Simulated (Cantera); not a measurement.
A freely propagating, adiabatic, planar premixed flame of 45.7 % H2, 11.4 % O2, 42.9 % N2, unburnt at 625 K and 750 Torr; mixture-averaged transport, grid criteria slope 0.08 and curve 0.16, no radiation.

Model: the H2/O2 subset of GRI-Mech 3.0, which has no nitrogen chemistry, integrated in Cantera. Burning velocities carry a grid error of a few per cent, more on coarse grids.

Problem. Predict: laminar burning velocity; thermal thickness; peak x(OH); peak x(HO2); peak x(O); peak x(H2O2).

Solution. 
- laminar burning velocity = 969 cm/s
- thermal thickness = 0.461 mm
- peak x(OH) = 0.00570
- peak x(HO2) = 0.000235
- peak x(O) = 0.00454
- peak x(H2O2) = 6.70e-6
